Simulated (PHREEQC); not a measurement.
Dissolve 0.0012 mol/kgw NaHCO3 and 0.022 mol/kgw NaF at 20 °C. Closed to the air; pH follows from the charge balance.

All values are PHREEQC results (ion-association model, wateq4f.dat), not measurements.

Each row changes one thing in this solution. Precipitation was switched off in this run.

| case | pH | ionic strength (mol/kgw) | CO2 (mol/kgw) | CO3-2 (mol/kgw) | NaHCO3 (mol/kgw) | NaCO3- (mol/kgw) | SI of Nahcolite (NaHCO3) | SI of Natron (Na2CO3:10H2O) |
|---|---|---|---|---|---|---|---|---|
| as made | 8.20 | 0.0230 | 1.52e-5 | 1.18e-5 | 1.12e-5 | 2.24e-6 | -4.10 | -7.07 |
| NaF left out | 8.32 | 0.00121 | 1.31e-5 | 1.15e-5 | 7.33e-7 | 1.70e-7 | -5.29 | -9.37 |
| temperature from 20 to 25 °C | 8.15 | 0.0230 | 1.60e-5 | 1.17e-5 | 1.12e-5 | 2.84e-6 | -4.15 | -7.27 |
| temperature from 20 to 45 °C | 7.97 | 0.0230 | 2.08e-5 | 1.05e-5 | 1.10e-5 | 6.46e-6 | -4.33 | -8.06 |
| temperature from 20 to 50 °C | 7.93 | 0.0230 | 2.25e-5 | 1.01e-5 | 1.10e-5 | 7.68e-6 | -4.37 | -8.24 |
| temperature from 20 to 55 °C | 7.89 | 0.0230 | 2.44e-5 | 9.68e-6 | 1.09e-5 | 9.01e-6 | -4.41 | -8.43 |
| NaHCO3 from 0.0012 to 0.00108 mol/kgw | 8.20 | 0.0229 | 1.37e-5 | 1.06e-5 | 1.01e-5 | 2.00e-6 | -4.15 | -7.12 |

At this temperature some constants are extrapolated from 25 °C, and those without enthalpy data are left unchanged.
